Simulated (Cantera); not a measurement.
Feed: 1 mol (CH₃)₂SiCl₂, 0.23 mol HCl, 350 mol H₂, equilibrated at 1723.15 K and 10000 Pa.

These are equilibrium values from Cantera (NASA tables, ideal gas, pure condensed phases), not measurements of a reactor. Candidate condensed phases: C, C₆H₆, C₇H₈, C₈H₁₈, Si, SiC; 109 gas species. The feed counts by its element totals alone. Kinetics and transport are ignored.

Base state: H₂ 0.993, HCl 0.00629, H 0.000575, CH₄ 9.91e-5, C₂H₂ (acetylene) 9.00e-5 (mole fractions); condensed: C(graphite) + SiC(s).

### Question
What changes in the equilibrium state with this change: temperature from 1723.15 K to 2425 K?

### Answer
```csv
species,before,after
H₂,0.993,0.934
H,0.000575,0.0547
HCl,0.00629,0.00583
C₂H₂ (acetylene),9.00e-5,0.00252
Si,1.64e-7,0.00217
SiC₂,1.50e-9,0.000156
Si₂C,1.14e-9,6.10e-5
"C(graphite), mol",0.901,0
"SiC(s), mol",0.999,0
```
The tables' values for SiCl are old estimates; treat these amounts as uncertain. Gases not in the tables: Si₂H₆ and higher silanes.
